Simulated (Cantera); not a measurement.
Input (Python, Cantera):

```python
import numpy as np
import cantera as ct

gas = ct.Solution("gri30.yaml")
gas.TPX = 1448, 100000, {'CH4': 1, 'CO': 0.72, 'O2': 5.36, 'N2': 20.2}
reactor = ct.IdealGasConstPressureReactor(gas, energy="on", clone=False)
net = ct.ReactorNet([reactor])
net.rtol, net.atol = 1e-08, 1e-16
show = ['CH4', 'CO', 'O2', 'N2O', 'OH', 'H', 'C2H']
times = np.geomspace(2e-06, 5, 12)

steps = ct.SolutionArray(gas, extra=["t"])
rows = []
print(f"{'t/s':>10s}{'T/K':>9s}{'P/Pa':>11s}" + "".join(f"{s:>11s}" for s in show))
for t in times:
    while net.time < t:
        t_next = net.step()
        steps.append(gas.state, t=t_next)
    rows.append([np.interp(t, steps.t, y) for y in (steps.T, steps.P, *steps(*show).X.T)])
    print(f"{t:10.3e}{rows[-1][0]:9.1f}{rows[-1][1]:11.4g}" + "".join(f"{x:11.3e}" for x in rows[-1][2:]))
rate = np.gradient(steps.T, steps.t)
print("integrator steps:", len(steps.t))
if steps.T.max() > steps.T[0] + 200:
    print(f"time of steepest temperature rise: {steps.t[rate.argmax()]:.4e} s")
gas.TPX = 1448, 100000, {'CH4': 1, 'CO': 0.72, 'O2': 5.36, 'N2': 20.2}
gas.equilibrate("HP")
print(f"equilibrium (HP): T = {gas.T:.1f} K  " + "  ".join(f"{s} {gas[s].X[0]:.3e}" for s in show))
```

Output:

```
       t/s      T/K       P/Pa        CH4         CO         O2        N2O         OH          H        C2H
 2.000e-06   1448.0      1e+05  3.666e-02  2.639e-02  1.965e-01  4.106e-14  5.380e-09  2.347e-09  2.534e-28
 7.632e-06   1448.0      1e+05  3.666e-02  2.639e-02  1.965e-01  2.582e-13  1.100e-08  3.028e-09  1.521e-26
 2.913e-05   1448.0      1e+05  3.666e-02  2.639e-02  1.965e-01  2.040e-12  1.953e-08  4.430e-09  4.911e-24
 1.112e-04   1448.0      1e+05  3.665e-02  2.639e-02  1.965e-01  1.884e-11  5.917e-08  1.182e-08  5.820e-21
 4.242e-04   1448.3      1e+05  3.653e-02  2.638e-02  1.964e-01  1.786e-10  4.427e-07  1.100e-07  4.747e-17
 1.619e-03   2245.8      1e+05  1.882e-19  8.274e-03  1.096e-01  5.226e-07  9.780e-03  1.700e-03  5.956e-25
 6.178e-03   2347.4      1e+05  3.602e-20  2.872e-03  1.096e-01  5.797e-07  6.211e-03  2.982e-04  5.562e-26
 2.357e-02   2342.5      1e+05  3.400e-20  2.810e-03  1.083e-01  5.812e-07  6.089e-03  2.882e-04  4.871e-26
 8.997e-02   2332.8      1e+05  3.018e-20  2.687e-03  1.056e-01  6.016e-07  5.851e-03  2.691e-04  3.716e-26
 3.433e-01   2329.0      1e+05  2.874e-20  2.640e-03  1.045e-01  6.154e-07  5.758e-03  2.618e-04  3.330e-26
 1.310e+00   2329.0      1e+05  2.873e-20  2.639e-03  1.045e-01  6.156e-07  5.757e-03  2.618e-04  3.327e-26
 5.000e+00   2329.0      1e+05  2.873e-20  2.639e-03  1.045e-01  6.156e-07  5.757e-03  2.618e-04  3.327e-26
integrator steps: 1785
time of steepest temperature rise: 1.3290e-03 s
equilibrium (HP): T = 2329.0 K  CH4 4.417e-20  CO 2.639e-03  O2 1.045e-01  N2O 6.156e-07  OH 5.757e-03  H 2.618e-04  C2H 3.670e-26
```

Detailed kinetics in Cantera: GRI-Mech 3.0 (53 species, 325 reactions).
